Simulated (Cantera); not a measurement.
An isothermal plug-flow reactor at 873 K and 2250 Torr (inlet), inlet velocity 3.5 m/s, active area per volume 9600 1/m; feed 0.303 % CH₄, 15.7 % O₂, 82.6 % N₂, 1.36 % H₂O, equivalence ratio 0.039.

Computed with Cantera and Deutschmann's 1995 Pt surface mechanism with GRI-Mech 3.0 gas chemistry. Catalytic surfaces can have several steady states; this one follows from the mechanism file's or the stated starting coverage. Mass transfer to the wall is taken as infinitely fast.

x: gas mole fraction; θ: surface coverage.

```tsv
z (m)	x CH₄	x O₂	x H₂O	x CO₂	x CO	θ free Pt	θ O*	θ OH*
0.00095	0.00302	0.157	0.0136	1.61e-5	4.66e-7	0.0445	0.952	0.00311
0.0018	0.00300	0.157	0.0137	3.08e-5	5.45e-7	0.0445	0.952	0.00311
0.0036	0.00297	0.157	0.0137	6.18e-5	5.61e-7	0.0445	0.952	0.00312
0.0069	0.00291	0.157	0.0138	0.000118	5.51e-7	0.0445	0.952	0.00313
0.013	0.00281	0.156	0.0140	(withheld)	5.32e-7	0.0446	0.952	0.00316
0.026	0.00261	0.156	0.0144	0.000422	4.94e-7	0.0446	0.952	0.00320
0.049	0.00228	0.155	0.0151	0.000748	4.32e-7	0.0446	0.952	0.00328
0.095	(withheld)	0.154	0.0162	(withheld)	(withheld)	0.0447	0.952	0.00339
```

**Question.** Complete the blanks.

**Answer.** 
- 0.013, x CO₂: 0.000219
- 0.095, x CH₄: 0.00174
- 0.095, x CO₂: 0.00128
- 0.095, x CO: 3.31e-7
